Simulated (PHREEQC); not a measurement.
## Copper plating or etch bath: an equilibrium model

Consider water at 25 °C with 0.24 mol CuSO4 and 0.00057 mol H3BO3 per kg of water. Closed to the air; pH follows from the charge balance.

Computed with PHREEQC (ion-association model, wateq4f.dat).

Each row changes one thing in this solution. This is a speciation only: nothing precipitates in the calculation.

```tsv
case	pH	ionic strength (mol/kgw)
as made	4.42	0.449
diluted 2-fold with water	4.50	0.242
CuSO4 from 0.24 to 0.216 mol/kgw	4.43	0.408
H3BO3 left out	4.42	0.449
H3BO3 from 0.00057 to 0.000285 mol/kgw	4.42	0.449
CuSO4 left out	6.24	5.82e-7
```

Some of these states are supersaturated (in Antlerite, Brochantite, for instance).
